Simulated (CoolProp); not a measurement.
Model: reference Helmholtz-energy equation of state, Zhou 2014, in CoolProp.

**Question.** Give the vapour pressure (MPa), vapour density (kg/m³), liquid cp (kJ/(kg K)) of saturated cyclohexane at 38.45, 79.45 °C.

**Answer.** 
```
T (°C)  p (MPa)  vapour density (kg/m³)  liquid cp (kJ/(kg K))
------  -------  ----------------------  ---------------------
38.45    0.0231                   0.762                   1.92
79.45    0.0975                    2.91                   2.12
```
